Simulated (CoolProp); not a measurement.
Aqueous sodium chloride as a coolant, 3 % by mass, freezing at -1.8 °C, 1 atm.

Model: Melinder's fits for secondary coolants, in CoolProp.

```tsv
T (°C)	Prandtl number	conductivity (W/(m K))	density (kg/m³)	viscosity (mPa s)
6	10.8	0.571	1022	1.53
14.4	8.29	0.586	1021	1.21
22.7	6.59	0.600	1019	0.982
31.1	5.37	0.614	1016	0.819
39.4	4.53	0.626	1013	0.702
```
